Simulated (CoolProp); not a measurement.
Vapour-liquid equilibrium of dimethyl ether (1) + methanol (2) at 30.85 °C; x and y are mole fractions of (1).

Computed with CoolProp (multi-fluid Helmholtz-energy mixture model, Wu 2011 and de Reuck 1993; pair parameters Bell 2016).

Give the bubble pressure and the first vapour's composition at x = 0.5, 0.65, 0.8. Is there an azeotrope?

x = 0.5: 4.536 bar, y = 0.961; x = 0.65: 5.164 bar, y = 0.970; x = 0.8: 5.810 bar, y = 0.980. No azeotrope shows between x = 0.05 and 0.95.

The pair parameters rest on a limited set of measurements; away from them the model extrapolates. With so large a gap from Raoult's law the liquid may split in two, which this calculation doesn't test in full.
